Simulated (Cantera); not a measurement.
Input: 1 mol Si, a varied amount of NF₃, 12 mol N₂, at 873 K and 0.000280 bar.

Method: chemical equilibrium by Gibbs-energy minimisation in Cantera with the NASA 1993 tables (ideal gas, pure condensed phases). Candidate condensed phases: Si, Si₃N₄; 16 gas species. Rates play no part.

log p: log10 of the partial pressure in bar; n: condensed amount in mol.

```tsv
n(NF₃) (mol)	log p N₂	log p F	log p F₂	log p SiF₄	log p NF₃	n Si₃N₄(s)
0.64	-3.57	<-15	<-15	-4.97	<-15	0.173
0.79	-3.57	<-15	<-15	-4.88	<-15	0.136
0.98	-3.58	<-15	<-15	-4.80	<-15	0.0883
1.2	-3.58	<-15	<-15	-4.73	<-15	0.0333
1.5	-3.60	-5.02	-6.78	-4.71	[?]	0
1.8	-3.63	-4.63	-5.99	-4.74	[?]	0
2.2	-3.65	-4.41	-5.56	-4.77	[?]	0
2.8	-3.69	-4.26	-5.25	-4.82	[?]	0
3.4	-3.72	-4.17	-5.06	-4.86	[?]	0
4.2	-3.76	-4.09	-4.91	-4.91	[?]	0
5.1	-3.79	-4.03	-4.80	-4.96	[?]	0
6.3	-3.83	-3.98	-4.70	-5.01	[?]	0
7.8	-3.88	-3.94	-4.62	-5.08	[?]	0
```

Some entries are withheld; supply them.


- 1.5, log p NF₃: -11.37
- 1.8, log p NF₃: -10.20
- 2.2, log p NF₃: -9.58
- 2.8, log p NF₃: -9.12
- 3.4, log p NF₃: -8.86
- 4.2, log p NF₃: -8.65
- 5.1, log p NF₃: -8.50
- 6.3, log p NF₃: -8.37
- 7.8, log p NF₃: -8.27
